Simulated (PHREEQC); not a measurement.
A solution holds 0.0018 mol/kgw MgCl2, 3.1e-05 mol/kgw NaF and 0.18 mol/kgw NaCl, at 25 °C and 50 atm. Closed to the air; pH follows from the charge balance.

All values are PHREEQC results (ion-association model, phreeqc.dat), not measurements.

Q: The ionic strength comes out as 0.185 mol/kgw. What activity coefficients do Mg+2, Na+, F-, MgF+, Cl- get?

A: Mg+2 0.35, Na+ 0.75, F- 0.71, MgF+ 0.73, Cl- 0.72.

This is a speciation only: nothing precipitates in the calculation. Complexes and solids missing from the database can't appear. Under pressure, the constants of complexes without a molar volume in the database are unreliable.
